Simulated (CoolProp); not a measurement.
The numbers come from the reference Helmholtz-energy equation of state, Lemmon 2006 in CoolProp. It is a short technical equation, of lower accuracy than the large ones.

Question: For toluene, give the phase and the cp (kJ/(kg K)), speed of sound (m/s), expansivity (1/kK), Prandtl number at 344.95 °C and 10.3 MPa; 344.95 °C and 17.2 MPa.

Answer: 
- 344.95 °C and 10.3 MPa: supercritical; cp 2.92, speed of sound 317, expansivity 3.91, Prandtl number 2.33
- 344.95 °C and 17.2 MPa: supercritical; cp 2.71, speed of sound 454, expansivity 2.26, Prandtl number 2.58

Viscosity comes from a separate model (Avgeri 2015). Thermal conductivity comes from a separate model (Assael 2012).
